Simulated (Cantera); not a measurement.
# Diamond growth

A diamond (100) surface in a fixed gas of H2 with x(CH4) = 0.0035, x(H) = 0.00058, x(CH3) = 0.00012, 14000 Pa; coverages are run to steady state.

Model: the Harris–Goodwin 1993 mechanism for the reconstructed diamond (100) surface, integrated in Cantera.

```
T (K)  growth (µm/h)  θ c6HH  θ c6H*  θ c6*H   θ c6**    θ c6HM
-----  -------------  ------  ------  ------  -------  --------
950             5.52   0.555  0.0120   0.284  0.00502     0.111
1000            6.61   0.535  0.0160   0.327  0.00722    0.0838
1050            6.72   0.520  0.0206   0.369  0.00987    0.0559
1100            5.39   0.507  0.0258   0.408   0.0128    0.0299
1150            3.52   0.493  0.0310   0.439   0.0156    0.0127
1200            2.23   0.478  0.0359   0.459   0.0181   0.00467
1250            1.61   0.465  0.0404   0.470   0.0199   0.00166
1300            1.35   0.457  0.0444   0.475   0.0212  0.000590
1350            1.14   0.454  0.0481   0.474   0.0220  0.000214
1400           0.831   0.456  0.0513   0.470   0.0224   7.94e-5
```
θ: site fractions in the mechanism's names (c6HH fully hydrogenated, c6H* and c6*H radical sites, c6** diradical, c6HM methylated).
